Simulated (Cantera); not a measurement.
A perfectly stirred reactor is fed with 41.6 % H₂, 12.2 % O₂, 40.4 % N₂, 5.82 % H₂O, at 233 Torr; it is adiabatic with a 675 K inlet, and is followed from long to short residence time, starting on the burning branch (τ in s: 0.29, 0.14, 0.069, 0.034, 0.016, 0.0079, 0.0038, 0.0019, 0.00091, 0.00044, 0.00021, 0.0001, 5e-05).

Model: the H2/O2 subset of GRI-Mech 3.0, which has no nitrogen chemistry, integrated in Cantera.

Task: Predict: blow-out, bracketed by the residence times tried; x(H₂) at τ = 0.290 s; x(O₂) at τ = 0.290 s; x(H₂O) at τ = 0.290 s; x(HO₂) at τ = 0.290 s; x(OH) at τ = 0.290 s; x(H₂) at τ = 3.80 ms; x(O₂) at τ = 3.80 ms; x(H₂O) at τ = 3.80 ms; x(HO₂) at τ = 3.80 ms; x(OH) at τ = 3.80 ms.

Result: 
```json
{
 "blow_out_bracketed_by_the_residence_times_tried": "burning at 50.0 µs, the shortest tried",
 "x(H₂) at τ = 0.290 s": "0.190",
 "x(O₂) at τ = 0.290 s": "0.000126",
 "x(H₂O) at τ = 0.290 s": "0.338",
 "x(HO₂) at τ = 0.290 s": "5.39e-8",
 "x(OH) at τ = 0.290 s": "0.00374",
 "x(H₂) at τ = 3.80 ms": "0.176",
 "x(O₂) at τ = 3.80 ms": "0.00151",
 "x(H₂O) at τ = 3.80 ms": "0.320",
 "x(HO₂) at τ = 3.80 ms": "4.20e-7",
 "x(OH) at τ = 3.80 ms": "0.00956"
}
```
